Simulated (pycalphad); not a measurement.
Source of the numbers: pycalphad with the COST 507 light-alloy database (1999); pressure 1 atm. The data set is of 1999 and partly superseded. Amounts are mole fractions of atoms.

Give the equilibrium state of Cu-7.765Si (wt.%) at 890 K.

CU56SI11_GAMMA, fraction 0.921, with 8.0 Si wt.%; hcp, fraction 0.079, with 5.3 Si wt.%.

Give the equilibrium state of Cu-7.765Si (wt.%) at 770 K.

CU56SI11_GAMMA, fraction 0.947, with 8.0 Si wt.%; fcc, fraction 0.053, with 4.0 Si wt.%.

Database names, with the compositions (at.%) that they take in these runs: CU56SI11_GAMMA: Cu 84 Si 16. The hcp model here describes the intermediate κ phase of Cu-Si.
